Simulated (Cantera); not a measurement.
A Cantera script and what it prints.

```python
import numpy as np
import cantera as ct

gas_names = """
    B BH BH2 BH3 BN B2 H H2 N NH NH2 NH3 N2 N2H2 N2H4
""".split()
cond_names = """
    B(b) B(L) BN(s)
""".split()


# ... load() reads the species with a 1 bar reference pressure and builds the phases ...
atoms = {
    'B2H6': {'B': 2, 'H': 6},
    'NH3': {'N': 1, 'H': 3},
    'N2': {'N': 2},
}
top_T = {'BN(s)': 3200}  # K; cautious upper limits of use, not melting points


# ... equilibrate(T, P, feed) seeds the gas with the atoms and calls Mixture.equilibrate('TP', solver="vcs", rtol=1e-11, max_steps=5000) ...
results = []
feed = {'B2H6': 1, 'NH3': 2.1, 'N2': 1}  # mol
T = 1350  # K
P = 44000  # Pa
mix = equilibrate(T, P, feed)
results.append((T, P, feed, dict(zip(mix.species_names, mix.species_moles))))
print(gas.report(threshold=1e-06))
for i in range(1, mix.n_phases):
    print(f"{mix.phase(i).name:16s} {mix.phase_moles(i):12.5e} mol")
```

Output:

```
       temperature   1350 K
          pressure   44000 Pa
           density   0.022765 kg/m^3
  mean mol. weight   5.8074 kg/kmol
   phase of matter   gas

                          1 kg             1 kmol
                     ---------------   ---------------
          enthalpy        5.4704e+06        3.1769e+07  J
   internal energy        3.5376e+06        2.0544e+07  J
           entropy             33568        1.9494e+05  J/K
    Gibbs function       -3.9846e+07       -2.3141e+08  J
 heat capacity c_p            5528.5             32107  J/K
 heat capacity c_v            4096.8             23792  J/K

                      mass frac. Y      mole frac. X     chem. pot. / RT
                     ---------------   ---------------   ---------------
                 H        5.7634e-07        3.3205e-06             -9.64
                H2           0.29651           0.85415            -19.28
               NH3        3.9796e-05         1.357e-05            -43.14
                N2           0.70345           0.14583            -28.44
     [  +11 minor]         5.506e-10        2.1516e-10

B(b)              0.00000e+00 mol
BN(s)             2.00000e+00 mol
```

Method: chemical equilibrium by Gibbs-energy minimisation in Cantera with the NASA 1993 tables (ideal gas, pure condensed phases). The feed counts by its element totals alone.
